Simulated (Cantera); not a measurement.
Source: NASA polynomial tables (part measured, part estimated), evaluated in Cantera. Values are per mole of reaction as written; species without (g) are pure solids or liquids, kept so even where they would boil at 1 bar.

Na₂CO₃ → 2 Na(g) + 3 O(g) + C, with ΔH° = 2092.9 kJ and ΔS° = 657.6 J/K at 300 K.

Q: How far is the shortcut ΔG° ≈ ΔH°(300 K) − T·ΔS°(300 K) from the full temperature-dependent value at 573, 623, 673, 723, 773, 823 K?

A: 
```
T (K)  shortcut (kJ)  full (kJ)  difference (kJ)  difference in log10 K
-----  -------------  ---------  ---------------  ---------------------
573           1716.1     1716.7             -0.5                   0.05
623           1683.2     1684.2             -1.0                   0.08
673           1650.4     1652.0             -1.6                   0.13
723           1617.5     1620.0             -2.5                   0.18
773           1584.6     1588.1             -3.5                   0.24
823           1551.7     1556.4             -4.7                   0.30
```
The shortcut ignores the heat-capacity change of the reaction.
